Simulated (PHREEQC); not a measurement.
Brine with alkaline etch or developer: an equilibrium model

Solution A (4.4 mol/kgw NaBr and 0.13 mol/kgw CaCl2) is mixed with solution B (0.21 mol/kgw NaOH and 0.087 mol/kgw H3BO3) at 25 °C; shares are by mass of water, 1 kg in all. No CO2 enters from the air. Only these solids could form: Halite, Portlandite, Borax, Boric_acid,s, NaBO2:4H2O, NaB5O8:5H2O, Teepleite.

All values are PHREEQC results (Pitzer model, pitzer.dat), not measurements.

Task: Predict pH, Portlandite (mol), Ca in solution (mol/kgw), Ca+2 (mol/kgw) at share of solution B = 0.1, 0.25, 0.9.

Result: 
| share of solution B | pH | Portlandite (mol) | Ca in solution (mol/kgw) | Ca+2 (mol/kgw) |
|---|---|---|---|---|
| 0.1 | 11.56 | 0 | 0.117 | 0.110 |
| 0.25 | 11.95 | 0.00193 | 0.0956 | 0.0804 |
| 0.9 | 12.82 | 0.000128 | 0.0129 | 0.00842 |

In brines, pH and single-ion activities rest on the MacInnes convention.
